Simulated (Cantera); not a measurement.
What does this Cantera script print?

```python
import numpy as np
import cantera as ct

gas = ct.Solution("SiF4_NH3_mec.yaml", "gas")
gas.TPX = 2400, 2500, {'NH3': 1, 'N2': 23}
reactor = ct.IdealGasConstPressureReactor(gas, energy="off", clone=False)
net = ct.ReactorNet([reactor])
net.rtol, net.atol = 1e-08, 1e-18
show = ['NH3', 'N2H2', 'NH', 'N2', 'H2', 'N', 'H']
times = np.geomspace(1e-06, 90, 12)

steps = ct.SolutionArray(gas, extra=["t"])
rows = []
print(f"{'t/s':>10s}{'T/K':>9s}{'P/Pa':>11s}" + "".join(f"{s:>11s}" for s in show))
for t in times:
    while net.time < t:
        t_next = net.step()
        steps.append(gas.state, t=t_next)
    rows.append([np.interp(t, steps.t, y) for y in (steps.T, steps.P, *steps(*show).X.T)])
    print(f"{t:10.3e}{rows[-1][0]:9.1f}{rows[-1][1]:11.4g}" + "".join(f"{x:11.3e}" for x in rows[-1][2:]))
rate = np.gradient(steps.T, steps.t)
print("integrator steps:", len(steps.t))
if steps.T.max() > steps.T[0] + 200:
    print(f"time of steepest temperature rise: {steps.t[rate.argmax()]:.4e} s")
gas.TPX = 2400, 2500, {'NH3': 1, 'N2': 23}
gas.equilibrate("TP")
print(f"equilibrium (TP): T = {gas.T:.1f} K  " + "  ".join(f"{s} {gas[s].X[0]:.3e}" for s in show))
```

It prints:

```
       t/s      T/K       P/Pa        NH3       N2H2         NH         N2         H2          N          H
 1.000e-06   2400.0       2500  4.167e-02  3.776e-15  5.291e-13  9.583e-01  9.611e-09  1.590e-18  4.013e-07
 5.286e-06   2400.0       2500  4.166e-02  4.369e-13  4.276e-11  9.583e-01  2.499e-07  1.199e-15  1.922e-06
 2.794e-05   2400.0       2500  4.165e-02  4.264e-11  4.737e-09  9.583e-01  5.104e-06  2.429e-12  6.377e-06
 1.477e-04   2400.0       2500  4.155e-02  2.936e-09  3.050e-07  9.583e-01  5.206e-05  1.418e-09  8.701e-06
 7.806e-04   2400.0       2500  4.102e-02  1.642e-07  8.708e-06  9.580e-01  3.414e-04  1.591e-07  1.215e-05
 4.126e-03   2400.0       2500  3.692e-02  1.872e-06  5.798e-05  9.561e-01  5.360e-03  4.633e-06  9.665e-05
 2.181e-02   2400.0       2500  1.958e-02  6.955e-07  6.103e-05  9.484e-01  3.105e-02  1.464e-05  3.063e-04
 1.153e-01   2400.0       2500  1.304e-03  2.436e-08  1.980e-05  9.401e-01  5.755e-02  1.148e-05  9.368e-04
 6.094e-01   2400.0       2500  8.498e-07  1.708e-12  4.132e-07  9.376e-01  5.733e-02  1.339e-06  5.039e-03
 3.221e+00   2400.0       2500  4.225e-09  3.173e-14  3.510e-08  9.314e-01  5.031e-02  4.700e-07  1.828e-02
 1.703e+01   2400.0       2500  2.970e-09  2.753e-14  3.976e-08  9.295e-01  4.821e-02  6.759e-07  2.224e-02
 9.000e+01   2400.0       2500  2.970e-09  2.753e-14  3.977e-08  9.295e-01  4.821e-02  6.760e-07  2.224e-02
integrator steps: 2156
equilibrium (TP): T = 2400.0 K  NH3 2.970e-09  N2H2 2.753e-14  NH 3.977e-08  N2 9.295e-01  H2 4.821e-02  N 6.760e-07  H 2.224e-02
```

Computed with Cantera and the gas-phase N/H chemistry of the illustrative SiF4/NH3 mechanism in the Surface Chemkin manual (1991). Walls and surfaces, which speed up NH3 decomposition in real reactors, are not modelled.
